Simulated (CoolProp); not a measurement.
Properties of R11 along the isobar 0.646 MPa.

Values from CoolProp's reference Helmholtz-energy equation of state, Jacobsen 1992.

```tsv
T (°C)	phase	density (kg/m³)
49.75	liquid	1417
55.25	liquid	1403
60.85	liquid	…
66.35	liquid	1373
71.85	liquid	1358
77.45	liquid	1343
82.95	liquid	1327
94.05	gas	33.21
99.55	gas	32.45
105.05	gas	…
110.65	gas	31.07
116.15	gas	30.45
121.65	gas	…
```

Problem. What belongs in the gaps?

Solution. 
- 60.85, density (kg/m³): 1388
- 105.05, density (kg/m³): 31.75
- 121.65, density (kg/m³): 29.86
